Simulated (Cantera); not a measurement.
A perfectly stirred reactor is fed with CH4 : H2 = 1 : 1.1 (molar parts), at 20.0 Torr; it is held at 1950 K, and followed from long to short residence time.

Computed with Cantera and GRI-Mech 3.0 (53 species, 325 reactions). GRI-Mech 3.0 stops at C3 and has no aromatics, soot or wall deposition, so with more carbon than oxygen in the feed, carbon stays in small species such as C2H2 where larger ones or solid carbon would form. Radical loss at walls, strong at low pressure, is not modelled.

```
quantity                 before    after
----------------------  -------  -------
x(CH4) at τ = 6.60 s    0.00309  0.00392
x(H2) at τ = 6.60 s       0.831    0.829
x(CH2) at τ = 6.60 s    3.41e-6  6.43e-6
x(C2H4) at τ = 6.60 s   3.71e-5  2.30e-5
x(C2H6) at τ = 6.60 s   1.02e-7  1.37e-7
x(CH4) at τ = 43.0 ms    0.0747    0.117
x(H2) at τ = 43.0 ms      0.783    0.754
x(CH2) at τ = 43.0 ms   1.34e-5  1.78e-5
x(C2H4) at τ = 43.0 ms  0.00109  0.00237
x(C2H6) at τ = 43.0 ms  2.72e-5  4.29e-5
```

**Question.** Name the change that produced these shifts.
A. temperature 1950 to 1800 K
B. temperature 1950 to 1600 K
C. pressure from 20.0 Torr to 7.50 Torr
D. CH4 1 to 0.61 parts

**Answer.** C, pressure from 20.0 Torr to 7.50 Torr
